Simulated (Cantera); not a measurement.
Cantera with NASA thermochemical tables; ideal gases at 1 bar, condensed phases pure. Values are per mole of reaction as written; species without (g) are pure solids or liquids, kept so even where they would boil at 1 bar.

3 Ta2O5 + 2 C2H2(g) ⇌ CH4(g) + 6 TaO2(g) + 3 CO(g), with ΔH° = 4070.2 kJ and ΔS° = 1628.9 J/K at 300 K.

Problem. How far is the shortcut ΔG° ≈ ΔH°(300 K) − T·ΔS°(300 K) from the full temperature-dependent value at 1823, 1873, 1923, 1973, 2023, 2073, 2123, 2173, 2223, 2273, 2323 K?

Solution. 
```tsv
T (K)	shortcut (kJ)	full (kJ)	difference (kJ)	difference in log10 K	condensed phases
1823	1100.7	1362.8	-262.1	7.51	Ta2O5(s)
1873	1019.2	1295.8	-276.6	7.71	Ta2O5(s)
1923	937.8	1229.1	-291.3	7.91	Ta2O5(s)
1973	856.3	1162.7	-306.3	8.11	Ta2O5(s)
2023	774.9	1096.5	-321.6	8.30	Ta2O5(s)
2073	693.4	1033.2	-339.8	8.56	Ta2O5(l)
2123	612.0	976.4	-364.4	8.97	Ta2O5(l)
2173	530.5	919.9	-389.4	9.36	Ta2O5(l)
2223	449.1	863.9	-414.8	9.75	Ta2O5(l)
2273	367.6	808.2	-440.6	10.12	Ta2O5(l)
2323	286.2	752.9	-466.7	10.49	Ta2O5(l)
```
The shortcut ignores heat capacities and the phase changes listed.
